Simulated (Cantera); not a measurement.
Cantera run:

```python
import numpy as np
import cantera as ct

gas_names = """
    CL CL2 H HCL H2 N NH NH2 NH3 N2 N2H2 N2H4 Si SiCL SiCL2 SiCL3 SiCL4 SiH SiHCL3 SiH2 SiH2CL2 SiH3
    SiH3CL SiH4 SiN Si2 Si2N Si3
""".split()
cond_names = """
    NH4CL(a) NH4CL(b) Si(cr) Si(L) Si3N4(a)
""".split()


# ... load() reads the species with a 1 bar reference pressure and builds the phases ...
atoms = {
    'SiH2Cl2': {'Si': 1, 'H': 2, 'CL': 2},
    'N2': {'N': 2},
}
top_T = {'Si3N4(a)': 2400}  # K; cautious upper limits of use, not melting points


# ... equilibrate(T, P, feed) seeds the gas with the atoms and calls Mixture.equilibrate('TP', solver="vcs", rtol=1e-11, max_steps=5000) ...
results = []
feed = {'SiH2Cl2': 1, 'N2': 35}  # mol
P = 17000  # Pa
for T in [1200, 1250, 1300, 1350, 1400, 1450, 1500, 1550, 1600, 1650, 1700, 1750]:
    mix = equilibrate(T, P, feed)
    results.append((T, P, feed, dict(zip(mix.species_names, mix.species_moles))))

top = {s: max(r[3][s] / sum(r[3][g] for g in gas_names) for r in results) for s in gas_names}
cols = sorted((s for s in top if top[s] > 0.001), key=lambda s: -top[s])[:8]
seen = [c for c in cond_names if any(r[3].get(c, 0) > 1e-12 for r in results)]
print("log10 of partial pressures in bar; condensed amounts in mol")
print(f"{'T/K':>10s}" + "".join(f"{s[:9]:>10s}" for s in cols + seen))
for T, P, feed, n in results:
    ng = sum(n[g] for g in gas_names)
    print(f"{T:10.4g}" + "".join(f"{np.log10(max(n[s] / ng * P / 1e5, 1e-99)):10.3f}" for s in cols)
          + "".join(f"{n.get(c, 0):10.4g}" for c in seen))
```

It prints:

```
log10 of partial pressures in bar; condensed amounts in mol
       T/K        N2       HCL        H2     SiCL2     SiCL4     SiCL3  Si3N4(a)
      1200    -0.792    -2.171    -2.883    -5.587    -3.193    -4.862    0.2863
      1250    -0.792    -2.167    -2.894    -5.110    -3.212    -4.589     0.287
      1300    -0.793    -2.164    -2.902    -4.674    -3.237    -4.342     0.287
      1350    -0.793    -2.163    -2.906    -4.277    -3.271    -4.123    0.2857
      1400    -0.793    -2.164    -2.903    -3.920    -3.324    -3.936    0.2823
      1450    -0.793    -2.169    -2.892    -3.606    -3.407    -3.788    0.2757
      1500    -0.793    -2.179    -2.867    -3.338    -3.535    -3.687    0.2647
      1550    -0.793    -2.197    -2.828    -3.122    -3.720    -3.643    0.2491
      1600    -0.793    -2.224    -2.777    -2.954    -3.963    -3.654    0.2297
      1650    -0.794    -2.260    -2.721    -2.827    -4.251    -3.710    0.2083
      1700    -0.794    -2.304    -2.666    -2.731    -4.568    -3.796    0.1863
      1750    -0.794    -2.355    -2.616    -2.657    -4.898    -3.902    0.1647
```

These are equilibrium values from Cantera (NASA tables, ideal gas, pure condensed phases), not measurements of a reactor. N2 is the only nitrogen source here; it is nearly inert below about 1500 K, so the nitride shown seldom forms there in practice. The tables' values for SiCl3 are old estimates; treat these amounts as uncertain.
